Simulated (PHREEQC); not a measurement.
## Alkaline etch or developer (model solution)

Solution (20 °C): 15 mmol/kgw KOH and 180 mmol/kgw (CH3)4NCl. It is in equilibrium with CO2 at log p = -2 (atm). Otherwise closed; pH follows from the charge balance.

Computed with PHREEQC (ion-association model, wateq4f.dat).

This is a speciation only: nothing precipitates in the calculation.

Question: Estimate the pH, activity of water.

Answer: pH 7.84; activity of water 0.993.

Question: In which forms is C present?

Answer: HCO3- 97 %, CO2 2.5 %, CO3-2 0.7 % of the C.

(CH3)4N+ isn't in the database: it is added as a free cation with an ion size of 4 Å.
